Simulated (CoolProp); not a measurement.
Model: reference Helmholtz-energy equation of state, Akasaka 2020, in CoolProp.

Q: Give the vapour pressure (MPa), liquid density (kg/m³), vapour density (kg/m³), liquid cp (kJ/(kg K)) of saturated R1123 at 236.4 K.

A: 
```
T (K)  p (MPa)  liquid density (kg/m³)  vapour density (kg/m³)  liquid cp (kJ/(kg K))
-----  -------  ----------------------  ----------------------  ---------------------
236.4    0.309                    1260                    14.0                   1.33
```
